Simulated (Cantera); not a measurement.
**NO annealing gas**

An isothermal, constant-pressure homogeneous reactor starts with 28.6 % NO, 71.4 % N2, at 1673 K and 1.50 bar.

Model: GRI-Mech 3.0 (53 species, 325 reactions), integrated in Cantera.

```csv
t (s),x NO,x N2O,x O,x NO2,x O2,x N2
0.000800,0.286,6.02e-6,1.73e-7,7.09e-6,2.77e-8,0.714
0.00337,0.286,1.88e-5,4.99e-7,3.50e-5,1.01e-6,0.714
0.0142,0.285,3.16e-5,1.33e-6,0.000114,4.58e-5,0.714
0.0600,0.285,3.22e-5,1.55e-6,0.000135,0.000420,0.715
0.253,0.281,3.14e-5,1.90e-6,0.000166,0.00201,0.716
1.07,0.268,2.85e-5,2.90e-6,0.000246,0.00841,0.723
4.50,0.224,1.98e-5,4.98e-6,0.000358,0.0305,0.745
19.0,0.128,6.52e-6,7.76e-6,0.000322,0.0784,0.793
80.0,0.0395,7.53e-7,9.65e-6,0.000123,0.123,0.837
```
x: mole fraction; the columns are a selection and need not sum to one.

Equilibrium at this temperature and pressure: NO 0.00225, N2O 1.68e-7, O 1.03e-5, NO2 7.54e-6, O2 0.142, N2 0.856 (gas phase only).
